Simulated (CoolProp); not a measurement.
The numbers come from the reference Helmholtz-energy equation of state, Lemmon 2006 in CoolProp. It is a short technical equation, of lower accuracy than the large ones.

Task: Give the vapour pressure (MPa), liquid density (kg/m³), liquid cp (kJ/(kg K)), surface tension (mN/m) of saturated nitrous oxide at 256.3, 269.9 K.

Result: 
| T (K) | p (MPa) | liquid density (kg/m³) | liquid cp (kJ/(kg K)) | surface tension (mN/m) |
|---|---|---|---|---|
| 256.3 | 1.97 | 985 | 2.02 | 8.51 |
| 269.9 | 2.87 | 923 | 2.21 | 5.96 |

Surface tension comes from a separate correlation (Mulero 2012).
